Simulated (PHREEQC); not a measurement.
Consider water at 20 °C with 0.0013 mol/kgw HF, 9.5e-05 mol/kgw NaF and 0.0027 mol/kgw H3PO4. Closed to the air; pH follows from the charge balance.

Computed with PHREEQC (ion-association model, wateq4f.dat).

No solid was allowed to form.

### Question
Order these F species by the share of F that they hold, largest first: H2F2, HF, F-, HF2-.

### Answer
HF (74 %), F- (25 %), H2F2 (0.47 %), HF2- (0.19 %)

The pH is 2.65 and the ionic strength 0.00244 mol/kgw. H3PO4, which wateq4f.dat lacks, is added to it with the constant of phreeqc.dat.
